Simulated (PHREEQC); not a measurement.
Solution (25 °C): 0.18 mol NH4HF2, 0.016 mol (NH4)2SiF6 and 0.013 mol HBF4 per kg of water. Closed to the air; pH follows from the charge balance.

Equilibrium calculation in PHREEQC: ion-association model, phreeqc.dat.

Each row changes one thing in this solution. Precipitation was switched off in this run.

| case | pH | ionic strength (mol/kgw) | HF (mol/kgw) | F- (mol/kgw) | HF2- (mol/kgw) | BF3OH- (mol/kgw) |
|---|---|---|---|---|---|---|
| as made | 2.91 | 0.230 | 0.135 | 0.112 | 0.0570 | 3.33e-5 |
| temperature from 25 to 85 °C | 3.40 | 0.229 | 0.133 | 0.108 | 0.0597 | 0.000118 |
| diluted 100-fold with water | 3.29 | 0.00281 | 0.00166 | 0.00229 | 1.46e-5 | 9.31e-6 |
| (NH4)2SiF6 from 0.016 to 0.032 mol/kgw | 2.90 | 0.278 | 0.135 | 0.112 | 0.0569 | 3.29e-5 |
| (NH4)2SiF6 left out | 2.93 | 0.181 | 0.135 | 0.111 | 0.0571 | 3.38e-5 |
| NH4HF2 replaced by HF at the same molality | 1.69 | 0.0723 | 0.164 | 0.00695 | 0.00438 | 2.85e-5 |
| NH4HF2 from 0.18 to 0.27 mol/kgw | 2.91 | 0.320 | 0.178 | 0.155 | 0.104 | 2.46e-5 |

Complexes and solids missing from the database can't appear. Constants without temperature data keep their 25 °C values here. SiF6-2 is the database's only silicon fluoride. Real BF4- forms and hydrolyses slowly; the run takes it at equilibrium.
